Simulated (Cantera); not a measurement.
A closed system holds: 1 mol Cr, 6.9 mol NH₃, at 1448 K and 1.00 Torr.

Method: chemical equilibrium by Gibbs-energy minimisation in Cantera with the NASA 1993 tables (ideal gas, pure condensed phases). Candidate condensed phases: Cr, CrN, Cr₂N; 11 gas species. The numbers say what is thermodynamically allowed, not how fast it happens.

Base state: H₂ 0.750, N₂ 0.250, H 0.000219, Cr 0.000139 (mole fractions); condensed: Cr(s).

What changes in the equilibrium state with this change: pressure from 1.00 Torr to 0.0338 Torr?


```tsv
species	before	after
H₂	0.750	0.746
N₂	0.250	0.249
Cr	0.000139	0.00412
H	0.000219	0.00119
Cr(s), mol	0.998	0.943
```

What changes in the equilibrium state with this change: temperature from 1448 K to 2648 K?


```json
[
 {"species": "H", "before": "0.000219", "after": "0.579"},
 {"species": "H₂", "before": "0.750", "after": "0.207"},
 {"species": "N₂", "before": "0.250", "after": "0.166"},
 {"species": "Cr", "before": "0.000139", "after": "0.0480"},
 {"species": "N", "before": "<1e-9", "after": "1.19e-5"},
 {"species": "Cr(s), mol", "before": "0.998", "after": "0"}
]
```
